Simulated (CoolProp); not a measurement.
Vapour-liquid equilibrium of o-xylene (1) + n-nonane (2) at 0.114 MPa; x and y are mole fractions of (1).

Values from CoolProp's multi-fluid Helmholtz-energy mixture model, Zhou 2012 and Lemmon 2006; pair parameters Bell 2016.

```csv
x,bubble temperature (K),y at the bubble point,dew temperature at overall composition x (K),liquid density (mol/L)
0.05,427.7,0.065,427.9,4.806
0.15,426.5,0.187,426.9,4.995
0.25,425.4,0.299,425.8,5.196
0.35,424.4,0.402,424.9,5.409
0.45,423.6,0.498,424.0,5.636
0.55,423.0,0.588,423.2,5.878
0.65,422.5,0.676,422.6,6.137
0.75,422.1,0.763,422.2,6.415
0.85,421.9,0.853,421.9,6.714
0.95,421.9,0.949,421.9,7.036
```

y crosses x between x = 0.85 and 0.95: the model has an azeotrope there.

The pair parameters rest on a limited set of measurements; away from them the model extrapolates.
